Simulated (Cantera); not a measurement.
A closed system holds: 1 mol Si₂H₆, 0.12 mol O₂, 77 mol N₂, at 15000 Pa.

Equilibrium computed with Cantera from the NASA thermochemical tables; the gas is ideal and each condensed phase is pure. Candidate condensed phases: H₂O, Si, SiO₂, Si₂N₂O, Si₃N₄; 35 gas species. The feed counts by its element totals alone. N₂ is the only nitrogen source here; it is nearly inert below about 1500 K, so the nitride shown seldom forms there in practice. Mutual solubility and eutectic melting of coexisting phases are not modelled. The tables' values for SiN are old estimates; treat these amounts as uncertain. The numbers say what is thermodynamically allowed, not how fast it happens.

x: gas mole fraction; n: condensed amount in mol.

```json
[
 {"T (K)": "748", "x N₂": "0.962", "x H₂": "0.0381", "x SiO": "<1e-12", "x H": "<1e-12", "n Si₂N₂O(s)": "0.240", "n Si₃N₄(s)": "0.507"},
 {"T (K)": "898", "x N₂": "0.962", "x H₂": "0.0381", "x SiO": "<1e-12", "x H": "___", "n Si₂N₂O(s)": "0.240", "n Si₃N₄(s)": "0.507"},
 {"T (K)": "1048", "x N₂": "0.962", "x H₂": "0.0381", "x SiO": "<1e-12", "x H": "___", "n Si₂N₂O(s)": "0.240", "n Si₃N₄(s)": "0.507"},
 {"T (K)": "1198", "x N₂": "0.962", "x H₂": "0.0381", "x SiO": "3.19e-12", "x H": "___", "n Si₂N₂O(s)": "0.240", "n Si₃N₄(s)": "0.507"},
 {"T (K)": "1348", "x N₂": "0.962", "x H₂": "0.0381", "x SiO": "2.12e-9", "x H": "___", "n Si₂N₂O(s)": "0.240", "n Si₃N₄(s)": "0.507"},
 {"T (K)": "1498", "x N₂": "0.962", "x H₂": "0.0381", "x SiO": "3.74e-7", "x H": "___", "n Si₂N₂O(s)": "0.240", "n Si₃N₄(s)": "0.507"},
 {"T (K)": "1648", "x N₂": "0.962", "x H₂": "0.0381", "x SiO": "2.52e-5", "x H": "___", "n Si₂N₂O(s)": "0.238", "n Si₃N₄(s)": "0.507"},
 {"T (K)": "1798", "x N₂": "0.961", "x H₂": "0.0380", "x SiO": "0.000825", "x H": "___", "n Si₂N₂O(s)": "0.175", "n Si₃N₄(s)": "0.528"},
 {"T (K)": "1948", "x N₂": "0.959", "x H₂": "0.0376", "x SiO": "0.00303", "x H": "___", "n Si₂N₂O(s)": "0", "n Si₃N₄(s)": "0.583"}
]
```

Question: What belongs in the gaps?

Answer: 
- 898, x H: 5.51e-11
- 1048, x H: 3.89e-9
- 1198, x H: 9.58e-8
- 1348, x H: 1.17e-6
- 1498, x H: 8.66e-6
- 1648, x H: 4.49e-5
- 1798, x H: 0.000177
- 1948, x H: 0.000566
